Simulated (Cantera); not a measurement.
Charge: 1 mol Si₃N₄, 8.2 mol HCl, 6.1 mol H₂, 1 mol Cl₂, equilibrated at 1450 K and 13.3 mbar.

Equilibrium computed with Cantera from the NASA thermochemical tables; the gas is ideal and each condensed phase is pure. Candidate condensed phases: NH₄Cl, Si, Si₃N₄; 28 gas species. The tables' values for SiCl₃ are old estimates; treat these amounts as uncertain. Rates play no part.

Base state: H₂ 0.444, HCl 0.383, SiCl₂ 0.0716, N₂ 0.0690, SiCl₃ 0.0165, SiCl₄ 0.0140, SiHCl₃ 0.00139, H 5.46e-5 (mole fractions); condensed: Si₃N₄(s).

Problem. What changes in the equilibrium state with this change: temperature from 1450 K to 1523.15 K?

Solution. 
| species | before | after |
|---|---|---|
| H₂ | 0.444 | 0.454 |
| HCl | 0.383 | 0.321 |
| SiCl₂ | 0.0716 | 0.116 |
| N₂ | 0.0690 | 0.0900 |
| SiCl₄ | 0.0140 | 0.00483 |
| SiCl₃ | 0.0165 | 0.0137 |
| H | 5.46e-5 | 0.000135 |
| Cl | 3.84e-5 | 7.66e-5 |
| SiHCl₃ | 0.00139 | 0.000768 |
| SiH₂Cl₂ | 2.15e-5 | 1.96e-5 |
| Si₃N₄(s), mol | 0.447 | 0.253 |
